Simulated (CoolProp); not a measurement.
Acetone along the isotherm 550 K: Z from the reference equation and from simpler models built on Tc = 508.1 K, pc = 4.692 MPa, ω = 0.307; each cubic takes its own stable root.

The numbers come from the reference Helmholtz-energy equation of state, Lemmon 2006 in CoolProp. It is a short technical equation, of lower accuracy than the large ones.

```tsv
p (MPa)	phase	reference
0.0371	gas	0.9976
0.066	gas	0.9958
0.117	gas	0.9925
0.209	gas	0.9866
0.371	gas	0.9762
0.66	gas	0.9573
1.17	gas	0.9235
2.09	gas	0.8601
3.71	gas	0.7392
6.6	supercritical	0.4707
11.7	supercritical	0.3514
```

Task: How far does each simpler model (van der Waals, Redlich-Kwong, Soave-Redlich-Kwong, Peng-Robinson) lie from the reference over these 11 states: mean and median of the absolute difference, and the worst?

Result: 
- van der Waals: mean 5.9 %, median 0.8 %, worst +47.4 % at 550 K and 11.7 MPa
- Redlich-Kwong: mean 3.1 %, median 0.4 %, worst +28.2 % at 550 K and 11.7 MPa
- Soave-Redlich-Kwong: mean 5.2 %, median 0.6 %, worst +35.5 % at 550 K and 11.7 MPa
- Peng-Robinson: mean 2.9 %, median 0.1 %, worst +24.1 % at 550 K and 11.7 MPa
